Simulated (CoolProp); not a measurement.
Saturated liquid density (kg/m³) of oxygen: the reference equation beside estimates from Tc = 154.6 K, pc = 5.046 MPa, ω = 0.022. Rackett uses Z = 0.29056 − 0.08775 ω.

The numbers come from the reference Helmholtz-energy equation of state, Schmidt 1985 in CoolProp.

```json
[
 {"T (K)": "79.7", "reference": "1192", "Rackett": "1195", "Redlich-Kwong": "1211", "Peng-Robinson": "1345"},
 {"T (K)": "82.6", "reference": "1178", "Rackett": "1182", "Redlich-Kwong": "1196", "Peng-Robinson": "1330"},
 {"T (K)": "85.5", "reference": "1164", "Rackett": "1168", "Redlich-Kwong": "1181", "Peng-Robinson": "1314"},
 {"T (K)": "88.4", "reference": "1150", "Rackett": "[?]", "Redlich-Kwong": "[?]", "Peng-Robinson": "1298"},
 {"T (K)": "91.4", "reference": "1135", "Rackett": "1140", "Redlich-Kwong": "1148", "Peng-Robinson": "1280"},
 {"T (K)": "94.3", "reference": "1120", "Rackett": "1125", "Redlich-Kwong": "1131", "Peng-Robinson": "1263"},
 {"T (K)": "97.2", "reference": "1106", "Rackett": "[?]", "Redlich-Kwong": "1113", "Peng-Robinson": "1244"},
 {"T (K)": "100.1", "reference": "1090", "Rackett": "1095", "Redlich-Kwong": "1095", "Peng-Robinson": "1225"},
 {"T (K)": "103", "reference": "[?]", "Rackett": "1079", "Redlich-Kwong": "1076", "Peng-Robinson": "1205"},
 {"T (K)": "106", "reference": "1058", "Rackett": "1063", "Redlich-Kwong": "1055", "Peng-Robinson": "1183"},
 {"T (K)": "108.9", "reference": "1042", "Rackett": "[?]", "Redlich-Kwong": "1035", "Peng-Robinson": "1162"},
 {"T (K)": "111.8", "reference": "1025", "Rackett": "1030", "Redlich-Kwong": "1013", "Peng-Robinson": "1139"},
 {"T (K)": "114.7", "reference": "1007", "Rackett": "1012", "Redlich-Kwong": "[?]", "Peng-Robinson": "1115"},
 {"T (K)": "117.7", "reference": "988.7", "Rackett": "993.5", "Redlich-Kwong": "966.7", "Peng-Robinson": "1089"}
]
```

Some entries are withheld; supply them.


- 88.4, Rackett: 1154
- 88.4, Redlich-Kwong: 1165
- 97.2, Rackett: 1110
- 103, reference: 1075
- 108.9, Rackett: 1047
- 114.7, Redlich-Kwong: 990.9

Absolute difference from the reference over all 14 rows, mean and median: Rackett 0.4 and 0.4 %, Redlich-Kwong 1.1 and 1.2 %, Peng-Robinson 12.1 and 12.4 %.
